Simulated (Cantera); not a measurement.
An isothermal, constant-pressure homogeneous reactor starts with 10.3 % C₃H₈, 86.6 % H₂, 3.09 % N₂, at 1700 K and 20.0 Torr.

Detailed kinetics in Cantera: GRI-Mech 3.0 (53 species, 325 reactions). GRI-Mech 3.0 was tuned for natural gas; its chemistry of propane as a main component is partial and can be far from experiment. GRI-Mech 3.0 stops at C3 and has no aromatics, soot or wall deposition, so with more carbon than oxygen in the feed, carbon stays in small species such as C2H2 where larger ones or solid carbon would form. Radical loss at walls, strong at low pressure, is not modelled.

**Question.** Predict: x(H₂) at 10.0 s; x(CH₄) at 10.0 s; x(C₂H₄) at 10.0 s; x(C₂H₆) at 10.0 s; x(C₂H₂) at 10.0 s; x(C₂H) at 10.0 s.

**Answer.** 
- x(H₂) at 10.0 s = 0.856 (gas-phase equilibrium 0.857)
- x(CH₄) at 10.0 s = 0.00152 (gas-phase equilibrium 0.000877)
- x(C₂H₄) at 10.0 s = 0.000130 (gas-phase equilibrium 0.000118)
- x(C₂H₆) at 10.0 s = 1.35e-8 (gas-phase equilibrium 6.09e-9)
- x(C₂H₂) at 10.0 s = 0.117 (gas-phase equilibrium 0.107)
- x(C₂H) at 10.0 s = 6.42e-7 (gas-phase equilibrium 5.86e-7)
